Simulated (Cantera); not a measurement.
Input: 1 mol Si, 0.0011 mol H₂O, 16 mol H₂, held at 4.80 bar.

Method: chemical equilibrium by Gibbs-energy minimisation in Cantera with the NASA 1993 tables (ideal gas, pure condensed phases). Candidate condensed phases: H₂O, Si, SiO₂; 18 gas species. Mutual solubility and eutectic melting of coexisting phases are not modelled. The tables hold silica as quartz up to 1696 K and as liquid above; real silica turns to tridymite and cristobalite and melts near 1996 K. Gases not in the tables: Si₂H₆ and higher silanes. Equilibrium is a limit: real reactors are often held back by kinetics, nucleation or transport.

### Question
Which condensed phases are stable at each of these points (T (K)): 998, 1073, 1148, 1223, 1298, 1373, 1448, 1523, 1598, 1673, 1748, 1823, 1898, 1973?

### Answer
```csv
T (K),condensed phases,Si condensed (%)
998,Si(s) + SiO₂(β-quartz),100.0
1073,Si(s) + SiO₂(β-quartz),100.0
1148,Si(s) + SiO₂(β-quartz),100.0
1223,Si(s) + SiO₂(β-quartz),100.0
1298,Si(s) + SiO₂(β-quartz),100.0
1373,Si(s) + SiO₂(β-quartz),100.0
1448,Si(s) + SiO₂(β-quartz),99.9
1523,Si(s),99.9
1598,Si(s),99.9
1673,Si(s),99.9
1748,Si(l),99.8
1823,Si(l),99.8
1898,Si(l),99.8
1973,Si(l),99.7
```

From 998 K to 1448 K the condensed part is Si(s) + SiO₂(β-quartz). From 1523 K to 1673 K the condensed part is Si(s). From 1748 K to 1973 K the condensed part is Si(l).
